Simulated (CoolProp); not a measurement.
Octamethyltrisiloxane (MDM) at several states: Z from the reference equation and from simpler models built on Tc = 565.4 K, pc = 1.438 MPa, ω = 0.528; each cubic takes its own stable root.

Values from CoolProp's reference Helmholtz-energy equation of state, Thol 2017.

| T (K) | p (MPa) | phase | reference |
|---|---|---|---|
| 420.7 | 0.213 | liquid | 0.02112 |
| 562.4 | 2.67 | liquid | 0.2839 |
| 298 | 0.153 | liquid | 0.01791 |
| 430.4 | 1.89 | liquid | 0.1844 |
| 498.5 | 2.94 | liquid | 0.2819 |
| 379 | 0.41 | liquid | 0.04208 |

Task: How far does each simpler model (van der Waals, Redlich-Kwong, Peng-Robinson) lie from the reference over these 6 states: mean and median of the absolute difference, and the worst?

Result: 
- van der Waals: mean 747.7 %, median 68.4 %, worst +4177.5 % at 420.7 K and 0.213 MPa
- Redlich-Kwong: mean 17.4 %, median 17.4 %, worst +19.8 % at 420.7 K and 0.213 MPa
- Peng-Robinson: mean 2.7 %, median 3.0 %, worst -3.6 % at 430.4 K and 1.89 MPa

At some of these states van der Waals gives the other phase, because its saturation line lies elsewhere.
